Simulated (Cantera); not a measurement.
Charge: 1 mol CCl₄, 1.4 mol H₂, equilibrated at 2548 K and 0.0500 bar.

Cantera equilibrium calculation (NASA polynomials, part measured and part estimated; ideal gas, pure solids and liquids). Equilibrium is a limit: real reactors are often held back by kinetics, nucleation or transport.

| species | before | after |
|---|---|---|
| Cl | 0.359 | 0.543 |
| H | 0.0222 | 0.344 |
| C | 6.36e-6 | 0.0296 |
| HCl | 0.592 | 0.0292 |
| C₂ | 1.92e-6 | 0.0106 |
| C₃ | 2.07e-5 | 0.0282 |
| H₂ | 0.0257 | 0.0122 |
| C₄ | 1.55e-8 | 0.000116 |
| C₅ | 7.55e-8 | 0.000203 |
| CH | 2.47e-7 | 0.000149 |
| C₂H | 2.32e-5 | 0.00266 |
| CCl | 1.89e-6 | 0.000115 |
| Cl₂ | 0.000437 | 3.09e-5 |
| C(graphite), mol | 0.996 | 0 |
Gas species are given as mole fractions.

What was changed between the two runs?
A) temperature from 2548 K to 3573 K
B) temperature from 2548 K to 1800 K
C) H₂ from 1.4 to 11 mol
D) pressure from 0.0500 bar to 0.00133 bar

A, temperature from 2548 K to 3573 K. The tables' values for CCl are old estimates; treat these amounts as uncertain
